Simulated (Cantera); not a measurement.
Feed: 1 mol CuO, 11 mol CO, 1.6 mol N2, equilibrated at 10.0 mbar.

These are equilibrium values from Cantera (NASA tables, ideal gas, pure condensed phases), not measurements of a reactor. Candidate condensed phases: C, Cu, CuO, Cu2O; 27 gas species. Kinetics and transport are ignored. All values below are at 1327 °C.

Base state: CO 0.790, N2 0.126, CO2 0.0790, Cu 0.00398 (mole fractions); condensed: Cu(l).

Q: What changes in the equilibrium state with this change: CO from 11 to 0.65 mol?

A: 
| species | before | after |
|---|---|---|
| N2 | 0.126 | 0.680 |
| CO2 | 0.0790 | 0.276 |
| O2 | <1e-9 | 0.0390 |
| CO | 0.790 | 0.000279 |
| Cu | 0.00398 | 0.00398 |
| NO | 3.37e-8 | 0.000775 |
| CuO | 1.37e-9 | 1.35e-5 |
| O | 2.89e-9 | 2.86e-5 |
| Cu(l), mol | 0.950 | 0.660 |
| Cu2O(l), mol | 0 | 0.165 |
Each liquid is taken as pure. Mutual solubility and eutectic melting of coexisting phases are not modelled.
